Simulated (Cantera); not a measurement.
Cantera run, input and output.

```python
import numpy as np
import cantera as ct

surf = ct.Interface("ptcombust.yaml", "Pt_surf")
gas = surf.adjacent["gas"]
gas.TPX = 900, 500000, {'H2': 0.0036, 'O2': 0.028, 'N2': 0.79}
surf.TP = 900, 500000
reactor = ct.FlowReactor(gas, clone=False)
reactor.area = 0.0001  # m2
reactor.surface_area_to_volume_ratio = 470  # 1/m
reactor.mass_flow_rate = 1.8 * reactor.area * gas.density  # inlet velocity 1.8 m/s
reactor.energy_enabled = False
wall = ct.ReactorSurface(surf, reactor, clone=False)
net = ct.ReactorNet([reactor])
net.rtol, net.atol = 1e-8, 1e-16
show, cover = ['H2', 'O2', 'H2O'], ['PT(S)', 'H(S)', 'O(S)', 'OH(S)', 'CO(S)', 'C(S)']

rows = []
print(f"{'z/m':>9s}{'u/(m/s)':>9s}" + "".join(f"{s:>13s}" for s in show + cover))
for z in [5.8e-05, 9.6e-05, 0.00016, 0.00027, 0.00045, 0.00075, 0.0012, 0.0021, 0.0035, 0.0058]:
    net.advance(z)
    rows.append([reactor.speed, *gas[show].X, *surf[cover].coverages])
    print(f"{z:9.4g}{rows[-1][0]:9.3g}" + "".join(f"{x:13.4e}" for x in rows[-1][1:]))
```

Result:

```
      z/m  u/(m/s)           H2           O2          H2O        PT(S)         H(S)         O(S)        OH(S)        CO(S)         C(S)
  5.8e-05      1.8   3.8178e-03   3.3807e-02   5.6509e-04   2.3755e-01   3.4142e-07   7.5927e-01   3.1799e-03  -7.4555e-28  -2.6264e-30
  9.6e-05      1.8   3.5163e-03   3.3661e-02   8.6734e-04   2.2185e-01   3.0517e-07   7.7497e-01   3.1781e-03   2.0498e-27   4.0602e-30
  0.00016      1.8   3.0959e-03   3.3458e-02   1.2886e-03   2.0050e-01   2.5876e-07   7.9633e-01   3.1633e-03  -6.3077e-27   3.1327e-30
  0.00027      1.8   2.5508e-03   3.3194e-02   1.8349e-03   1.7413e-01   2.0590e-07   8.2274e-01   3.1228e-03   3.0998e-26  -3.8077e-30
  0.00045      1.8   1.9446e-03   3.2900e-02   2.4425e-03   1.4739e-01   1.5711e-07   8.4956e-01   3.0524e-03   7.3677e-27   1.8649e-29
  0.00075      1.8   1.3289e-03   3.2602e-02   3.0595e-03   1.2383e-01   1.1809e-07   8.7321e-01   2.9624e-03  -7.0721e-28  -2.6357e-30
   0.0012      1.8   8.1629e-04   3.2354e-02   3.5732e-03   1.0730e-01   9.2924e-08   8.8982e-01   2.8816e-03   3.7084e-27   1.2955e-29
   0.0021      1.8   3.4891e-04   3.2128e-02   4.0416e-03   9.4618e-02   7.4864e-08   9.0257e-01   2.8088e-03   1.2818e-27   4.7642e-30
   0.0035      1.8   1.0431e-04   3.2009e-02   4.2868e-03   8.8816e-02   6.6965e-08   9.0841e-01   2.7720e-03   5.6437e-27   2.1374e-29
   0.0058      1.8   1.5498e-05   3.1966e-02   4.3758e-03   8.6840e-02   6.4328e-08   9.1040e-01   2.7590e-03  -1.2435e-28   1.8082e-31
```

Detailed kinetics in Cantera: Deutschmann's 1995 Pt surface mechanism with GRI-Mech 3.0 gas chemistry. Catalytic surfaces can have several steady states; this one follows from the mechanism file's or the stated starting coverage. Mass transfer to the wall is taken as infinitely fast.
